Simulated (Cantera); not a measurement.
What does this Cantera script print?

```python
import numpy as np
import cantera as ct

gas = ct.Solution("gri30.yaml")
gas.TPX = 525, 100000, {'C3H8': 1, 'O2': 4.17, 'N2': 15.7}
inlet = ct.Reservoir(gas, clone=True)
gas.equilibrate("HP")  # start burning
reactor = ct.IdealGasConstPressureReactor(gas, energy="on", clone=False)
exhaust = ct.Reservoir(gas, clone=True)
tau = [0.025, 0.012, 0.0054, 0.0025, 0.0012, 0.00054, 0.00025, 0.00011, 5.3e-05, 2.5e-05, 1.1e-05][0]
for a, b in ((inlet, reactor), (reactor, exhaust)):
    ct.MassFlowController(a, b, mdot=lambda t: reactor.mass / tau)
net = ct.ReactorNet([reactor])
show = ['C3H8', 'O2', 'CH4', 'C2H6', 'N2O', 'NO2', 'H']

rows = []
print(f"{'tau/s':>10s}{'T/K':>9s}" + "".join(f"{s:>11s}" for s in show))
for tau in [0.025, 0.012, 0.0054, 0.0025, 0.0012, 0.00054, 0.00025, 0.00011, 5.3e-05, 2.5e-05, 1.1e-05]:
    net.initial_time = 0.0
    net.advance(30 * tau)
    before = gas.X
    net.advance(40 * tau)
    drift = np.max(np.abs(gas.X - before) / (gas.X + 1e-9))
    rows.append([gas.T, *gas[show].X, drift])
    print(f"{tau:10.3e}{gas.T:9.1f}" + "".join(f"{x:11.3e}" for x in gas[show].X))
```

It prints:

```
     tau/s      T/K       C3H8         O2        CH4       C2H6        N2O        NO2          H
 2.500e-02   2301.0  4.569e-07  1.473e-03  1.902e-06  4.075e-09  5.334e-08  3.840e-08  3.298e-03
 1.200e-02   2280.9  8.441e-07  2.104e-03  2.535e-06  7.312e-09  5.668e-08  3.646e-08  4.133e-03
 5.400e-03   2252.4  1.630e-06  3.053e-03  3.542e-06  1.353e-08  5.868e-08  3.226e-08  5.326e-03
 2.500e-03   2218.9  3.088e-06  4.231e-03  5.192e-06  2.436e-08  5.915e-08  2.686e-08  6.741e-03
 1.200e-03   2183.1  5.780e-06  5.584e-03  8.101e-06  4.343e-08  5.901e-08  2.158e-08  8.231e-03
 5.400e-04   2142.2  1.186e-05  7.379e-03  1.465e-05  8.579e-08  5.902e-08  1.661e-08  9.765e-03
 2.500e-04   2100.3  2.522e-05  9.798e-03  2.938e-05  1.809e-07  5.951e-08  1.282e-08  1.078e-02
 1.100e-04   2041.3  6.384e-05  1.463e-02  7.515e-05  4.884e-07  5.945e-08  9.443e-09  1.074e-02
 5.300e-05   1906.1  2.286e-04  2.835e-02  3.288e-04  2.934e-06  4.863e-08  6.300e-09  7.910e-03
 2.500e-05    525.0  4.792e-02  1.998e-01 -1.325e-17 -8.328e-18 -1.560e-22 -6.459e-21 -1.037e-28
 1.100e-05    525.0  4.792e-02  1.998e-01 -2.532e-20 -1.592e-20 -2.982e-25 -1.235e-23 -1.396e-31
```

Detailed kinetics in Cantera: GRI-Mech 3.0 (53 species, 325 reactions). GRI-Mech 3.0 was tuned for natural gas; its chemistry of propane as a main component is partial and can be far from experiment.
